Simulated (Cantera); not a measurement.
Feed: 1 mol Cu₂O, 2.5 mol H₂, 0.73 mol H₂O, held at 19.0 Pa.

Method: chemical equilibrium by Gibbs-energy minimisation in Cantera with the NASA 1993 tables (ideal gas, pure condensed phases). Candidate condensed phases: Cu, CuO, Cu(OH)₂, Cu₂O, H₂O; 12 gas species. Kinetics and transport are ignored.

### Question
Which condensed phases are stable at each of these points (T (K)): 973, 1023, 1073, 1123, 1173, 1223, 1273, 1323, 1373, 1423, 1473, 1523, 1573, 1623?

### Answer
```json
[
 {"T (K)": "973", "condensed phases": "Cu(s)", "Cu condensed (%)": "100.0"},
 {"T (K)": "1023", "condensed phases": "Cu(s)", "Cu condensed (%)": "100.0"},
 {"T (K)": "1073", "condensed phases": "Cu(s)", "Cu condensed (%)": "100.0"},
 {"T (K)": "1123", "condensed phases": "Cu(s)", "Cu condensed (%)": "100.0"},
 {"T (K)": "1173", "condensed phases": "Cu(s)", "Cu condensed (%)": "100.0"},
 {"T (K)": "1223", "condensed phases": "Cu(s)", "Cu condensed (%)": "100.0"},
 {"T (K)": "1273", "condensed phases": "Cu(s)", "Cu condensed (%)": "99.9"},
 {"T (K)": "1323", "condensed phases": "Cu(s)", "Cu condensed (%)": "99.8"},
 {"T (K)": "1373", "condensed phases": "Cu(l)", "Cu condensed (%)": "99.3"},
 {"T (K)": "1423", "condensed phases": "Cu(l)", "Cu condensed (%)": "98.2"},
 {"T (K)": "1473", "condensed phases": "Cu(l)", "Cu condensed (%)": "95.5"},
 {"T (K)": "1523", "condensed phases": "Cu(l)", "Cu condensed (%)": "89.1"},
 {"T (K)": "1573", "condensed phases": "Cu(l)", "Cu condensed (%)": "73.7"},
 {"T (K)": "1623", "condensed phases": "Cu(l)", "Cu condensed (%)": "33.0"}
]
```

From 973 K to 1323 K the condensed part is Cu(s). From 1373 K to 1623 K the condensed part is Cu(l).
